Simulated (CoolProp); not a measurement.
R245fa at 298.15 K and 0.12 MPa flows at 0.11 m/s in a round tube of 1 mm bore and 15 µm roughness, fully developed (64/Re and Nu = 3.66 if laminar; Colebrook and Gnielinski if turbulent). Each further row changes one setting.

Computed with CoolProp (reference Helmholtz-energy equation of state, Akasaka 2015).

```
case               Reynolds number  Darcy friction factor  pressure drop (Pa/m)  heat-transfer coefficient (W/(m² K))  mass flow (kg/h)
-----------------  ---------------  ---------------------  --------------------  ------------------------------------  ----------------
as stated               (withheld)                   1.01                  41.6                                  57.6           0.00211
velocity 0.22 m/s              126                  0.507                  83.2                                  57.6        (withheld)
diameter 2 mm                  126                  0.507                  10.4                            (withheld)        (withheld)
```

Q: Fill in the missing entries.

A: 
- as stated, Reynolds number: 63.2
- velocity 0.22 m/s, mass flow (kg/h): 0.00422
- diameter 2 mm, heat-transfer coefficient (W/(m² K)): 28.8
- diameter 2 mm, mass flow (kg/h): 0.00844

Viscosity comes from a separate model (Bell 2016), an estimate that may be off by 10 % or more. Thermal conductivity comes from a separate model (Huber 2003), an estimate that may be off by 10 % or more.
